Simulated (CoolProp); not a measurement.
1-butene along the isotherm 472.8 K: density (kg/m³) from the reference equation and from simpler models built on Tc = 419.3 K, pc = 4006 kPa, ω = 0.192; each cubic takes its own stable root.

Model: reference Helmholtz-energy equation of state, Lemmon 2005, in CoolProp. It is a short technical equation, of lower accuracy than the large ones.

```tsv
p (kPa)	phase	reference
250	gas	3.622
501	gas	7.370
751	gas	11.22
1000	gas	15.19
1250	gas	19.31
1500	gas	23.59
1750	gas	28.02
2000	gas	32.64
```

Problem. How far does each simpler model (ideal gas, van der Waals, Soave-Redlich-Kwong, Peng-Robinson) lie from the reference over these 8 states: mean and median of the absolute difference, and the worst?

Solution. 
- ideal gas: mean 6.9 %, median 6.8 %, worst -12.5 % at 472.8 K and 2000 kPa
- van der Waals: mean 0.3 %, median 0.3 %, worst -0.5 % at 472.8 K and 2000 kPa
- Soave-Redlich-Kwong: mean 0.3 %, median 0.2 %, worst -0.6 % at 472.8 K and 2000 kPa
- Peng-Robinson: mean 0.7 %, median 0.7 %, worst +1.2 % at 472.8 K and 2000 kPa
